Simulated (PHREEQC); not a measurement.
Make-up at 25 °C: 0.0019 mol SrCl2 and 0.0027 mol CO2 per kg of water. Closed to the air; pH follows from the charge balance.

Computed with PHREEQC (ion-association model, phreeqc.dat).

This is a speciation only: nothing precipitates in the calculation.

Q: Predict the pH, specific conductance.

A: pH 4.46; specific conductance 490 µS/cm.

Q: In which forms is C present?

A: CO2 99 %, HCO3- 1.4 % of the C.

Complexes and solids missing from the database can't appear.
